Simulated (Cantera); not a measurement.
A perfectly stirred reactor is fed with N2O : H2O = 1 : 0.024 (molar parts), at 0.0133 bar; it is held at 1525 K, and followed from long to short residence time.

Cantera simulation using GRI-Mech 3.0 (53 species, 325 reactions); the numbers are that mechanism's predictions, not measurements. GRI-Mech 3.0 was tuned for natural gas; its chemistry of N2O as a main component is partial and can be far from experiment. Radical loss at walls, strong at low pressure, is not modelled. The temperature is held fixed by assumption; the heat of reaction is taken as removed at once.

Q: What does this change do: pressure from 0.0133 bar to 0.0267 bar?

A: 
```json
[
 {"quantity": "x(N2O) at τ = 0.810 s", "before": "0.415", "after": "0.265"},
 {"quantity": "x(H2O) at τ = 0.810 s", "before": "0.0189", "after": "0.0177"},
 {"quantity": "x(HO2) at τ = 0.810 s", "before": "1.37e-6", "after": "7.13e-7"},
 {"quantity": "x(N2) at τ = 0.810 s", "before": "0.335", "after": "0.426"},
 {"quantity": "x(H2O2) at τ = 0.810 s", "before": "2.94e-9", "after": "2.08e-9"},
 {"quantity": "x(N2O) at τ = 15.0 ms", "before": "0.952", "after": "0.929"},
 {"quantity": "x(H2O) at τ = 15.0 ms", "before": "0.0232", "after": "0.0230"},
 {"quantity": "x(HO2) at τ = 15.0 ms", "before": "1.77e-5", "after": "1.44e-5"},
 {"quantity": "x(N2) at τ = 15.0 ms", "before": "0.0144", "after": "0.0282"},
 {"quantity": "x(H2O2) at τ = 15.0 ms", "before": "8.76e-8", "after": "6.23e-8"}
]
```

Q: What does this change do: pressure from 0.0133 bar to 0.630 bar?

A: 
```csv
quantity,before,after
x(N2O) at τ = 0.810 s,0.415,0.0227
x(H2O) at τ = 0.810 s,0.0189,0.0159
x(HO2) at τ = 0.810 s,1.37e-6,3.00e-7
x(N2) at τ = 0.810 s,0.335,0.604
x(H2O2) at τ = 0.810 s,2.94e-9,8.60e-9
x(N2O) at τ = 15.0 ms,0.952,0.465
x(H2O) at τ = 15.0 ms,0.0232,0.0193
x(HO2) at τ = 15.0 ms,1.77e-5,2.03e-6
x(N2) at τ = 15.0 ms,0.0144,0.307
x(H2O2) at τ = 15.0 ms,8.76e-8,2.35e-8
```

Q: What does this change do: temperature 1525 to 1473 K?

A: 
```tsv
quantity	before	after
x(N2O) at τ = 0.810 s	0.415	0.565
x(H2O) at τ = 0.810 s	0.0189	0.0201
x(HO2) at τ = 0.810 s	1.37e-6	1.63e-6
x(N2) at τ = 0.810 s	0.335	0.248
x(H2O2) at τ = 0.810 s	2.94e-9	3.46e-9
x(N2O) at τ = 15.0 ms	0.952	0.963
x(H2O) at τ = 15.0 ms	0.0232	0.0233
x(HO2) at τ = 15.0 ms	1.77e-5	1.53e-5
x(N2) at τ = 15.0 ms	0.0144	0.00788
x(H2O2) at τ = 15.0 ms	8.76e-8	8.82e-8
```
